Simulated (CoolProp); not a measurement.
Model: reference Helmholtz-energy equation of state, de Reuck 1990, in CoolProp.

**Question.** For fluorine, give the phase and the cp (kJ/(kg K)), cv (kJ/(kg K)) at -119.15 °C and 125 bar; -129.85 °C and 169 bar; -53.95 °C and 8.4 bar.

**Answer.** 
- -119.15 °C and 125 bar: supercritical; cp 2.20, cv 0.702
- -129.85 °C and 169 bar: liquid; cp 1.69, cv 0.705
- -53.95 °C and 8.4 bar: gas; cp 0.808, cv 0.574
